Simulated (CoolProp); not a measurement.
Sulfur dioxide along the isotherm 216.85 °C: Z from the reference equation and from simpler models built on Tc = 157.5 °C, pc = 7.887 MPa, ω = 0.256; each cubic takes its own stable root.

Model: reference Helmholtz-energy equation of state, Gao 2016, in CoolProp.

```csv
p (MPa),phase,reference,van der Waals,Redlich-Kwong,Soave-Redlich-Kwong,Peng-Robinson
1.79,gas,0.9489,0.9491,0.9457,(withheld),0.9424
3.58,gas,0.8948,0.8936,0.8882,0.8974,0.8832
5.38,gas,(withheld),0.8318,0.8267,0.8423,0.8220
7.17,gas,0.7761,0.7621,0.7612,0.7850,0.7595
8.96,supercritical,0.7114,0.6806,0.6907,0.7256,0.6961
10.8,supercritical,(withheld),0.5818,0.6147,0.6643,0.6322
12.5,supercritical,0.5767,0.5024,0.5493,0.6120,0.5790
14.3,supercritical,0.5160,0.4784,(withheld),0.5694,(withheld)
16.1,supercritical,0.4763,0.4875,0.4850,(withheld),0.5108
17.9,supercritical,0.4602,0.5081,0.4855,0.5380,(withheld)
19.7,supercritical,0.4601,0.5335,0.4954,0.5415,0.5024
```

Question: Fill in the missing entries.

Answer: 
- 1.79, Soave-Redlich-Kwong: 0.9498
- 5.38, reference: 0.8371
- 10.8, reference: 0.6416
- 14.3, Redlich-Kwong: 0.5027
- 14.3, Peng-Robinson: 0.5359
- 16.1, Soave-Redlich-Kwong: 0.5454
- 17.9, Peng-Robinson: 0.5013
